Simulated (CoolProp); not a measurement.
Vapour-liquid equilibrium of carbon dioxide (1) + R124 (2) at 237.4 K; x and y are mole fractions of (1).

Computed with CoolProp (multi-fluid Helmholtz-energy mixture model, Span 1996 and de Vries 1995; pair parameters Bell 2016).

Give the bubble pressure and the first vapour's composition at x = 0.35, 0.575, 0.875. Is there an azeotrope?

x = 0.35: 0.3978 MPa, y = 0.935; x = 0.575: 0.6332 MPa, y = 0.970; x = 0.875: 1.003 MPa, y = 0.994. No azeotrope shows between x = 0.05 and 0.95.

The pair parameters rest on a limited set of measurements; away from them the model extrapolates. The gap from Raoult's law changes sign with composition, which may be real or a fault of the pair parameters; it wasn't checked against measurements.
